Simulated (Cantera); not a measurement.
Charge: 1 mol Fe₂O₃, 1.4 mol CO, 7.8 mol C, held at 101000 Pa.

Cantera equilibrium calculation (NASA polynomials, part measured and part estimated; ideal gas, pure solids and liquids). Candidate condensed phases: C, Fe, Fe(CO)₅, FeO, Fe₂O₃, Fe₃O₄; 15 gas species. Iron dissolves carbon and melts from about 1420 K in contact with it, which pure phases cannot show. Condensed phases not in the tables: cementite and carbon dissolved in iron. Equilibrium is a limit: real reactors are often held back by kinetics, nucleation or transport.

x: gas mole fraction; n: condensed amount in mol.

```tsv
T (K)	x CO	x CO₂	x Fe	x C₃	x C₂O	x C	x C₂	n C(graphite)	n Fe(α)	n Fe(γ)	n Fe(δ)	n Fe(l)
1150	0.963	0.0371	8.48e-12	<1e-12	<1e-12	<1e-12	<1e-12	4.96	2.00	0	0	0
1300	0.995	0.00519	1.08e-9	<1e-12	<1e-12	<1e-12	<1e-12	4.82	0	2.00	0	0
1450	0.999	0.00106	4.93e-8	<1e-12	<1e-12	<1e-12	<1e-12	4.80	0	2.00	0	0
1600	1.000	0.000295	1.08e-6	<1e-12	4.49e-12	<1e-12	<1e-12	4.80	0	2.00	0	0
1750	1.000	0.000103	1.38e-5	<1e-12	6.09e-11	<1e-12	<1e-12	4.80	0	0	2.00	0
1900	1.000	4.29e-5	0.000110	2.04e-12	5.47e-10	3.11e-12	<1e-12	4.80	0	0	0	2.00
2050	0.999	[?]	[?]	[?]	[?]	[?]	[?]	4.80	0	0	0	2.00
2200	0.997	[?]	[?]	[?]	[?]	[?]	[?]	4.80	0	0	0	1.99
2350	0.990	6.24e-6	0.00987	4.08e-8	7.29e-8	1.83e-8	3.65e-9	4.80	0	0	0	1.96
2500	0.970	3.74e-6	0.0302	4.91e-7	2.47e-7	1.64e-7	4.52e-8	4.80	0	0	0	1.86
```

Task: Some entries are withheld; supply them.

Result: 
- 2050, x CO₂: 2.05e-5
- 2050, x Fe: 0.000622
- 2050, x C₃: 9.09e-11
- 2050, x C₂O: 3.56e-9
- 2050, x C: 8.59e-11
- 2050, x C₂: 7.75e-12
- 2200, x CO₂: 1.09e-5
- 2200, x Fe: 0.00274
- 2200, x C₃: 2.38e-9
- 2200, x C₂O: 1.79e-8
- 2200, x C: 1.51e-9
- 2200, x C₂: 2.08e-10
